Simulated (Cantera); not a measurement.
BN + O₂ (nitride etching)

Charge: 1 mol BN, a varied amount of O₂, equilibrated at 900 K and 1.20 Pa.

Cantera equilibrium calculation (NASA polynomials, part measured and part estimated; ideal gas, pure solids and liquids). Candidate condensed phases: B, BN, B₂O₃; 17 gas species. Equilibrium is a limit: real reactors are often held back by kinetics, nucleation or transport.

```
n(O₂) (mol)   x N₂    x O₂     x NO     x NO₂       x O  n BN(s)  n B₂O₃(l)
-----------  -----  ------  -------  --------  --------  -------  ---------
0.5           1.00  <1e-12   <1e-12    <1e-12    <1e-12    0.333      0.333
0.62          1.00  <1e-12   <1e-12    <1e-12    <1e-12    0.173      0.413
0.77         0.962  0.0385  4.36e-6  7.57e-10  3.05e-10        0      0.500
0.96         0.704   0.296  1.03e-5   4.99e-9  8.45e-10        0      0.500
1.2          0.526   0.474  1.13e-5   6.90e-9   1.07e-9        0      0.500
1.5          0.400   0.600  1.11e-5   7.62e-9   1.20e-9        0      0.500
1.8          0.323   0.677  1.06e-5   7.73e-9   1.28e-9        0      0.500
2.3          0.244   0.756  9.73e-6   7.50e-9   1.35e-9        0      0.500
2.9          0.189   0.811  8.87e-6   7.08e-9   1.40e-9        0      0.500
```
x: gas mole fraction; n: condensed amount in mol.

From 0.5 mol O₂ to 0.62 mol O₂ the condensed part is BN(s) + B₂O₃(l). From 0.77 mol O₂ to 2.9 mol O₂ the condensed part is B₂O₃(l).
